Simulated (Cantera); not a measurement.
## Ammonia decomposition in nitride growth gas

An isothermal, constant-pressure homogeneous reactor starts with 52.4 % NH3, 47.6 % N2, at 1750 K and 7500 Pa.

Detailed kinetics in Cantera: the gas-phase N/H chemistry of the illustrative SiF4/NH3 mechanism in the Surface Chemkin manual (1991). Walls and surfaces, which speed up NH3 decomposition in real reactors, are not modelled.

| t (s) | x NH3 | x H | x H2 | x NH2 | x N | x N2H4 |
|---|---|---|---|---|---|---|
| 4.00e-6 | 0.524 | 3.09e-8 | 4.24e-8 | 1.16e-7 | <1e-12 | <1e-12 |
| 1.15e-5 | 0.524 | 3.52e-8 | 1.75e-7 | 3.85e-7 | <1e-12 | <1e-12 |
| 3.28e-5 | 0.524 | 3.53e-8 | 5.66e-7 | 1.17e-6 | <1e-12 | <1e-12 |
| 9.40e-5 | 0.524 | 3.53e-8 | 1.69e-6 | 3.41e-6 | <1e-12 | 3.53e-12 |
| 0.000269 | 0.524 | 3.54e-8 | 4.90e-6 | 9.82e-6 | <1e-12 | 3.27e-11 |
| 0.000771 | 0.524 | 3.63e-8 | 1.42e-5 | 2.81e-5 | 6.40e-12 | 2.79e-10 |
| 0.00221 | 0.523 | 4.54e-8 | 4.44e-5 | 8.00e-5 | 9.02e-11 | 2.28e-9 |
| 0.00632 | 0.523 | 1.25e-7 | 0.000209 | 0.000209 | 5.64e-10 | 1.57e-8 |
| 0.0181 | 0.522 | 4.84e-7 | 0.00136 | 0.000316 | 2.75e-9 | 3.57e-8 |
| 0.0519 | 0.518 | 1.40e-6 | 0.00529 | 0.000313 | 8.45e-9 | 3.51e-8 |
| 0.149 | 0.507 | 3.87e-6 | 0.0164 | 0.000298 | 2.45e-8 | 3.19e-8 |
| 0.426 | 0.476 | 1.04e-5 | 0.0465 | 0.000273 | 5.81e-8 | 2.67e-8 |
| 1.22 | 0.402 | 2.68e-5 | 0.120 | 0.000233 | 9.66e-8 | 1.96e-8 |
| 3.49 | 0.262 | 6.42e-5 | 0.257 | 0.000170 | 1.19e-7 | 1.04e-8 |
| 10.0 | 0.102 | 0.000136 | 0.415 | 8.74e-5 | 1.20e-7 | 2.73e-9 |
x: mole fraction; the columns are a selection and need not sum to one.

Equilibrium at this temperature and pressure: NH3 6.21e-7, H 0.000613, H2 0.515, NH2 1.93e-9, N 3.71e-11, N2H4 <1e-12 (gas phase only).
